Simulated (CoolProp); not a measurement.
Vapour-liquid equilibrium of propylene (1) + acetone (2) at 62.85 °C; x and y are mole fractions of (1).

Model: multi-fluid Helmholtz-energy mixture model, Lemmon 2013 and Lemmon 2006; pair parameters Bell 2016, in CoolProp.

```json
[
 {"x": "0.05", "bubble pressure, mixture model (MPa)": "0.3356", "bubble pressure, Raoult's law (MPa)": "0.2546", "y, mixture model": "0.620", "y, Raoult's law": "0.526"},
 {"x": "0.2", "bubble pressure, mixture model (MPa)": "0.9234", "bubble pressure, Raoult's law (MPa)": "0.6371", "y, mixture model": "0.862", "y, Raoult's law": "0.840"},
 {"x": "0.35", "bubble pressure, mixture model (MPa)": "1.377", "bubble pressure, Raoult's law (MPa)": "1.020", "y, mixture model": "0.909", "y, Raoult's law": "0.919"},
 {"x": "0.5", "bubble pressure, mixture model (MPa)": "1.689", "bubble pressure, Raoult's law (MPa)": "1.402", "y, mixture model": "0.928", "y, Raoult's law": "0.955"},
 {"x": "0.65", "bubble pressure, mixture model (MPa)": "1.926", "bubble pressure, Raoult's law (MPa)": "1.785", "y, mixture model": "0.942", "y, Raoult's law": "0.975"},
 {"x": "0.8", "bubble pressure, mixture model (MPa)": "2.175", "bubble pressure, Raoult's law (MPa)": "2.167", "y, mixture model": "0.958", "y, Raoult's law": "0.988"},
 {"x": "0.95", "bubble pressure, mixture model (MPa)": "2.524", "bubble pressure, Raoult's law (MPa)": "2.550", "y, mixture model": "0.985", "y, Raoult's law": "0.998"}
]
```

The largest gap from Raoult's law is +44.9 % in bubble pressure, at x = 0.2. No azeotrope shows between x = 0.05 and 0.95.

The pair parameters rest on a limited set of measurements; away from them the model extrapolates. The gap from Raoult's law changes sign with composition, which may be real or a fault of the pair parameters; it wasn't checked against measurements.
